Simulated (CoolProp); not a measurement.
Vapour-liquid equilibrium of ethylene (1) + propane (2) at 232.2 K; x and y are mole fractions of (1).

The numbers come from the multi-fluid Helmholtz-energy mixture model, Smukala 2000 and Lemmon 2009; pair parameters Bell 2016 in CoolProp.

| x | bubble pressure (MPa) | y at the bubble point | dew pressure at overall composition x (MPa) | liquid density (mol/L) |
|---|---|---|---|---|
| 0.05 | 0.1721 | 0.397 | 0.1120 | 13.31 |
| 0.125 | 0.2710 | ___ | 0.1212 | ___ |
| 0.2 | 0.3697 | 0.747 | 0.1320 | 13.83 |
| 0.275 | 0.4674 | 0.812 | 0.1448 | 14.09 |
| 0.35 | ___ | 0.855 | 0.1604 | 14.36 |
| 0.425 | 0.6582 | 0.885 | 0.1797 | 14.63 |
| 0.5 | 0.7514 | 0.908 | 0.2043 | 14.89 |
| 0.575 | 0.8439 | 0.927 | 0.2365 | ___ |
| 0.65 | ___ | ___ | ___ | 15.42 |
| 0.725 | 1.030 | 0.956 | 0.3446 | 15.68 |
| 0.8 | 1.126 | ___ | 0.4454 | 15.93 |
| 0.875 | 1.227 | 0.980 | 0.6238 | 16.16 |
| 0.95 | 1.334 | 0.992 | 0.9882 | 16.37 |

Q: Complete the blanks.

A: 
- 0.125, y at the bubble point: 0.636
- 0.125, liquid density (mol/L): 13.57
- 0.35, bubble pressure (MPa): 0.5636
- 0.575, liquid density (mol/L): 15.16
- 0.65, bubble pressure (MPa): 0.9363
- 0.65, y at the bubble point: 0.942
- 0.65, dew pressure at overall composition x (MPa): 0.2806
- 0.8, y at the bubble point: 0.968

No azeotrope shows between x = 0.05 and 0.95.

Pair parameters are fitted to limited data, so mixtures are less certain than the pure fluids. The gap from Raoult's law changes sign with composition, which may be real or a fault of the pair parameters; it wasn't checked against measurements.
